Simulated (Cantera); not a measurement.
Stirred combustor or abatement burner

A perfectly stirred reactor is fed with CH₄ : H₂ : O₂ : N₂ : H₂O = 1 : 0.049 : 3.11 : 21.8 : 2.6 (molar parts), equivalence ratio 0.65, at 10.0 bar; it is adiabatic with a 598 K inlet, and is followed from long to short residence time, starting on the burning branch (τ in s: 0.04, 0.02, 0.0097, 0.0048, 0.0024, 0.0012, 0.00058, 0.00029, 0.00014, 7e-05, 3.5e-05, 1.7e-05).

Cantera simulation using GRI-Mech 3.0 (53 species, 325 reactions); the numbers are that mechanism's predictions, not measurements.

```json
[
 {"τ (s)": "0.040", "T (K)": "1397", "x CH₄": "0.000237", "x H₂": "0.000115", "x O₂": "0.0394", "x NO₂": "2.52e-8", "x O": "8.78e-7", "x CH₃": "7.83e-6"},
 {"τ (s)": "0.020", "T (K)": "1378", "x CH₄": "0.000482", "x H₂": "0.000232", "x O₂": "0.0407", "x NO₂": "2.33e-8", "x O": "1.33e-6", "x CH₃": "1.15e-5"},
 {"τ (s)": "0.0097", "T (K)": "598", "x CH₄": "0.0350", "x H₂": "0.00172", "x O₂": "0.109", "x NO₂": "<1e-12", "x O": "<1e-12", "x CH₃": "<1e-12"},
 {"τ (s)": "0.0048", "T (K)": "598", "x CH₄": "0.0350", "x H₂": "0.00172", "x O₂": "0.109", "x NO₂": "<1e-12", "x O": "<1e-12", "x CH₃": "<1e-12"},
 {"τ (s)": "0.0024", "T (K)": "598", "x CH₄": "0.0350", "x H₂": "0.00172", "x O₂": "0.109", "x NO₂": "<1e-12", "x O": "<1e-12", "x CH₃": "<1e-12"},
 {"τ (s)": "0.0012", "T (K)": "598", "x CH₄": "0.0350", "x H₂": "0.00172", "x O₂": "0.109", "x NO₂": "<1e-12", "x O": "<1e-12", "x CH₃": "<1e-12"},
 {"τ (s)": "0.00058", "T (K)": "598", "x CH₄": "0.0350", "x H₂": "0.00172", "x O₂": "0.109", "x NO₂": "<1e-12", "x O": "<1e-12", "x CH₃": "<1e-12"},
 {"τ (s)": "0.00029", "T (K)": "598", "x CH₄": "0.0350", "x H₂": "0.00172", "x O₂": "0.109", "x NO₂": "<1e-12", "x O": "<1e-12", "x CH₃": "<1e-12"},
 {"τ (s)": "0.00014", "T (K)": "598", "x CH₄": "0.0350", "x H₂": "0.00172", "x O₂": "0.109", "x NO₂": "<1e-12", "x O": "<1e-12", "x CH₃": "<1e-12"},
 {"τ (s)": "7.0e-5", "T (K)": "598", "x CH₄": "0.0350", "x H₂": "0.00172", "x O₂": "0.109", "x NO₂": "<1e-12", "x O": "<1e-12", "x CH₃": "<1e-12"},
 {"τ (s)": "3.5e-5", "T (K)": "598", "x CH₄": "0.0350", "x H₂": "0.00172", "x O₂": "0.109", "x NO₂": "<1e-12", "x O": "<1e-12", "x CH₃": "<1e-12"},
 {"τ (s)": "1.7e-5", "T (K)": "598", "x CH₄": "0.0350", "x H₂": "0.00172", "x O₂": "0.109", "x NO₂": "<1e-12", "x O": "<1e-12", "x CH₃": "<1e-12"}
]
```
x: mole fraction; the columns are a selection and need not sum to one.
